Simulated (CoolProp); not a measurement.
Vapour-liquid equilibrium of CHF3 (R23) (1) + R134a (2) at 0.0938 MPa; x and y are mole fractions of (1).

Model: multi-fluid Helmholtz-energy mixture model, Penoncello 2003 and Tillner-Roth 1994; pair parameters Bell 2016, in CoolProp.

| x | bubble temperature, mixture model (K) | bubble temperature, Raoult's law (K) | y, mixture model | y, Raoult's law |
|---|---|---|---|---|
| 0.05 | [?] | 235.6 | 0.370 | 0.412 |
| 0.125 | 226.6 | 225.1 | 0.655 | 0.692 |
| 0.2 | 219.3 | 217.8 | 0.792 | 0.817 |
| 0.275 | 213.7 | 212.4 | 0.866 | 0.883 |
| 0.35 | [?] | 208.1 | 0.910 | 0.921 |
| 0.425 | 205.6 | 204.6 | [?] | 0.945 |
| 0.5 | 202.5 | 201.7 | 0.956 | 0.962 |
| 0.575 | 199.9 | 199.3 | 0.970 | 0.973 |
| 0.65 | [?] | 197.1 | 0.979 | 0.981 |
| 0.725 | 195.6 | 195.2 | 0.986 | 0.987 |
| 0.8 | 193.8 | 193.6 | 0.991 | 0.992 |
| 0.875 | 192.2 | 192.0 | 0.995 | 0.996 |
| 0.95 | 190.7 | 190.7 | 0.998 | 0.998 |

What belongs in the gaps?


- 0.05, bubble temperature, mixture model (K): 236.6
- 0.35, bubble temperature, mixture model (K): 209.2
- 0.425, y, mixture model: 0.938
- 0.65, bubble temperature, mixture model (K): 197.6

The largest gap from Raoult's law is +1.5 K in bubble temperature, at x = 0.2. No azeotrope shows between x = 0.05 and 0.95.

The pair parameters rest on a limited set of measurements; away from them the model extrapolates.
